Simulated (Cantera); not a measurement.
Charge: 1 mol Si, 16 mol HF, at 748.15 K and 28000 Pa.

Equilibrium computed with Cantera from the NASA thermochemical tables; the gas is ideal and each condensed phase is pure. Candidate condensed phases: Si; 25 gas species. Kinetics and transport are ignored.

**Question.** What is the equilibrium state?

**Answer.** 
```json
{
 "x(HF)": "0.800",
 "x(H2)": "0.133",
 "x(SiF4)": "0.0667",
 "x(H2F2)": "2.33e-5",
 "gas_amount": "15.00 mol",
 "log10 activity of Si(s) (absent)": "-29.81"
}
```
